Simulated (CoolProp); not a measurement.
Nitrogen along the isotherm -143.95 °C: Z from the reference equation and from simpler models built on Tc = -147.0 °C, pc = 33.96 bar, ω = 0.037; each cubic takes its own stable root.

Model: reference Helmholtz-energy equation of state, Span 2000, in CoolProp.

| p (bar) | phase | reference |
|---|---|---|
| 1.07 | gas | 0.9902 |
| 1.91 | gas | 0.9824 |
| 3.4 | gas | 0.9684 |
| 6.04 | gas | 0.9428 |
| 10.7 | gas | 0.8951 |
| 19.1 | gas | 0.7979 |
| 34 | supercritical | 0.5403 |
| 60.4 | supercritical | 0.3082 |
| 107 | supercritical | 0.4774 |
| 191 | supercritical | 0.7716 |
| 340 | supercritical | 1.257 |

Question: How far does each simpler model (Soave-Redlich-Kwong, Peng-Robinson) lie from the reference over these 11 states: mean and median of the absolute difference, and the worst?

Answer: 
- Soave-Redlich-Kwong: mean 1.5 %, median 0.4 %, worst +9.5 % at -143.95 °C and 60.4 bar
- Peng-Robinson: mean 3.6 %, median 1.5 %, worst -11.4 % at -143.95 °C and 340 bar
